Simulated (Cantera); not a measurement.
An isothermal, constant-pressure homogeneous reactor starts with 2.06 % CO, 3.94 % O2, 0.206 % H2O, 93.8 % N2, equivalence ratio 0.26, at 1350 K and 3.70 bar.

Cantera simulation using GRI-Mech 3.0 (53 species, 325 reactions); the numbers are that mechanism's predictions, not measurements.

One state of this run: x CO = 1.38e-7; x O2 = 0.0294; x H2O = 0.00208; x O = 6.97e-8; x H2 = 2.35e-9. x: mole fraction; the columns are a selection and need not sum to one.

### Question
Which value of t (s) does it belong to?
A) 2.25e-5
B) 0.0317
C) 0.252
D) 0.000179

### Answer
C, 0.252
